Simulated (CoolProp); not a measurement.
Model: reference Helmholtz-energy equation of state, Thol 2017, in CoolProp.

Question: For octamethyltrisiloxane (MDM), give the phase and the cv (kJ/(kg K)) at 575 K and 0.599 bar; 575 K and 2.4 bar; 575 K and 4.19 bar.

Answer: 
- 575 K and 0.599 bar: gas; cv 2.06
- 575 K and 2.4 bar: gas; cv 2.06
- 575 K and 4.19 bar: gas; cv 2.07
